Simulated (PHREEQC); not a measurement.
Dissolve 1.4 mmol/kgw NaH2PO4 and 7.5 mmol/kgw HNO3 at 25 °C. Closed to the air; pH follows from the charge balance.

Model: ion-association model, phreeqc.dat, run in PHREEQC.

```tsv
quantity	before	after
pH	2.20	2.86
ionic strength (mol/kgw)	0.00826	0.00173
```

### Question
What was changed between the two runs?
A. HNO3 left out
B. NaH2PO4 from 0.0014 to 0.00014 mol/kgw
C. 0.007 mol/kgw Na2SO4 added
D. diluted 5-fold with water
E. NaH2PO4 left out

### Answer
D, diluted 5-fold with water

No solid was allowed to form.
